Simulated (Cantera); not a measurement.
Feed: 1 mol CH₃F, 0.46 mol CH₄, equilibrated at 0.300 bar.

These are equilibrium values from Cantera (NASA tables, ideal gas, pure condensed phases), not measurements of a reactor. Candidate condensed phases: C, C₆H₆, C₇H₈, C₈H₁₈; 110 gas species. Ions and electrons are included (thermal ionisation). Equilibrium is a limit: real reactors are often held back by kinetics, nucleation or transport.

Task: What share of the C ends up in condensed phases as a function of T (°C), at 2227, 2727, 3227, 3727, 4227, 4727?

Result: 
```csv
T (°C),C condensed (%),as
2227,97.2,C(graphite)
2727,84.7,C(graphite)
3227,0.0,-
3727,0.0,-
4227,0.0,-
4727,0.0,-
```
